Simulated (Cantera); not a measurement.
A Cantera script and its output.

```python
import numpy as np
import cantera as ct

gas = ct.Solution("gri30.yaml")
gas.TPX = 350, 240000, {'CH4': 1, 'O2': 1.67, 'N2': 8.17}
flame = ct.FreeFlame(gas, width=0.022)
flame.set_refine_criteria(ratio=3, slope=0.08, curve=0.16)
flame.transport_model = "mixture-averaged"
flame.solve(loglevel=0, auto=True)
z, T = flame.grid, flame.T
thick = (T[-1] - T[0]) / np.gradient(T, z).max()
show = ['CH4', 'O2', 'H2O2', 'CO', 'H', 'C2H2']
print(f"laminar burning velocity  {flame.velocity[0] * 100:.3f} cm/s")
print(f"burnt temperature         {T[-1]:.1f} K")
print(f"thermal thickness         {thick * 1e3:.4f} mm")
print(f"grid points               {len(z)}")
z0 = z[flame.heat_release_rate.argmax()]
print(f"{'z/mm':>9s}{'T/K':>9s}{'u/(m/s)':>9s}" + "".join(f"{s:>11s}" for s in show))
rows = []
for k in (-3, -2, -1.5, -1, -0.5, -0.25, 0, 0.25, 0.5, 1, 2, 4, 8):
    zz = z0 + k * thick
    rows.append([k * thick, np.interp(zz, z, T), np.interp(zz, z, flame.velocity),
                 *(np.interp(zz, z, flame.X[gas.species_index(s)]) for s in show)])
    print(f"{rows[-1][0] * 1e3:9.3f}{rows[-1][1]:9.1f}{rows[-1][2]:9.3f}" + "".join(f"{x:11.3e}" for x in rows[-1][3:]))
```

Output:

```
laminar burning velocity  11.424 cm/s
burnt temperature         1921.9 K
thermal thickness         0.5499 mm
grid points               145
     z/mm      T/K  u/(m/s)        CH4         O2       H2O2         CO          H       C2H2
   -1.650    350.5    0.115  9.207e-02  1.538e-01  2.042e-08  7.025e-06  1.676e-17  1.665e-08
   -1.100    357.3    0.117  9.137e-02  1.530e-01  3.389e-07  1.167e-04  7.439e-15  4.090e-07
   -0.825    386.6    0.127  8.929e-02  1.508e-01  1.857e-06  6.571e-04  6.141e-13  3.029e-06
   -0.550    541.2    0.180  7.978e-02  1.391e-01  9.883e-06  4.098e-03  4.656e-10  2.651e-05
   -0.275   1028.3    0.346  4.967e-02  9.547e-02  2.182e-05  1.814e-02  2.796e-06  1.562e-04
   -0.137   1401.8    0.474  2.534e-02  5.699e-02  4.956e-06  3.104e-02  5.523e-05  3.178e-04
    0.000   1740.1    0.590  4.814e-03  1.837e-02  6.293e-07  4.199e-02  7.158e-04  5.342e-04
    0.137   1860.1    0.629  2.711e-04  3.078e-03  1.296e-07  4.022e-02  1.815e-03  1.333e-04
    0.275   1883.5    0.635  1.503e-05  5.843e-04  6.737e-08  3.688e-02  1.898e-03  1.651e-05
    0.550   1898.8    0.640  2.368e-07  1.168e-04  3.528e-08  3.522e-02  1.413e-03  6.916e-07
    1.100   1910.4    0.643  4.169e-09  3.735e-05  1.447e-08  3.511e-02  8.377e-04  1.727e-08
    2.200   1917.4    0.646  1.737e-10  9.665e-06  4.218e-09  3.525e-02  4.227e-04  5.747e-10
    4.399   1920.6    0.647  2.161e-11  2.272e-06  1.057e-09  3.532e-02  2.043e-04  4.603e-11
```

Detailed kinetics in Cantera: GRI-Mech 3.0 (53 species, 325 reactions). Burning velocities carry a grid error of a few per cent, more on coarse grids.
